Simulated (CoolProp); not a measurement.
Vapour-liquid equilibrium of methanol (1) + toluene (2) at 203.05 °C; x and y are mole fractions of (1).

The numbers come from the multi-fluid Helmholtz-energy mixture model, de Reuck 1993 and Lemmon 2006; pair parameters Bell 2016 in CoolProp.

Task: Give the bubble pressure and the first vapour's composition at x = 0.125, 0.275, 0.35. Is there an azeotrope?

Result: x = 0.125: 16.84 bar, y = 0.494; x = 0.275: 23.23 bar, y = 0.630; x = 0.35: 25.54 bar, y = 0.667. No azeotrope shows between x = 0.05 and 0.95.

Pair parameters are fitted to limited data, so mixtures are less certain than the pure fluids.
